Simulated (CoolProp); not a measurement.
Model: reference Helmholtz-energy equation of state, de Reuck 1993, in CoolProp.

### Question
Give the vapour pressure (kPa), liquid density (kg/m³), vapour density (kg/m³), liquid cp (kJ/(kg K)) of saturated methanol at 272, 312.7, 329 K.

### Answer
```tsv
T (K)	p (kPa)	liquid density (kg/m³)	vapour density (kg/m³)	liquid cp (kJ/(kg K))
272	3.77	811	0.0541	2.40
312.7	34.8	773	0.443	2.63
329	71.4	757	0.876	2.75
```
